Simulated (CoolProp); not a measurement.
Saturation properties of R115 (Tc = 353.1 K, pc = 3.129 MPa, ω = 0.248).

Values from CoolProp's reference Helmholtz-energy equation of state, Lemmon 2016.

| T (K) | p (MPa) | liquid density (kg/m³) | vapour density (kg/m³) | enthalpy of vaporisation (kJ/kg) | liquid cp (kJ/(kg K)) |
|---|---|---|---|---|---|
| 229.6 | 0.08313 | 1562 | 6.985 | 127.0 | 0.9266 |
| 237.2 | 0.1170 | 1535 | 9.620 | 124.1 | 0.9401 |
| 244.8 | 0.1607 | 1508 | 12.97 | 121.1 | 0.9547 |
| 252.3 | 0.2151 | 1480 | 17.10 | 118.0 | 0.9703 |
| 259.9 | 0.2836 | 1452 | 22.27 | 114.7 | 0.9875 |
| 267.4 | 0.3662 | 1422 | 28.50 | 111.2 | 1.006 |
| 275 | 0.4672 | 1391 | 36.17 | 107.4 | 1.027 |
| 282.5 | 0.5858 | 1359 | 45.31 | 103.5 | 1.050 |
| 290.1 | 0.7274 | 1325 | 56.47 | 99.15 | 1.077 |
| 297.6 | 0.8906 | 1289 | 69.74 | 94.52 | 1.108 |
| 305.2 | 1.082 | 1250 | 86.01 | 89.38 | 1.146 |

It boils at 233.9 K under 1 atm.
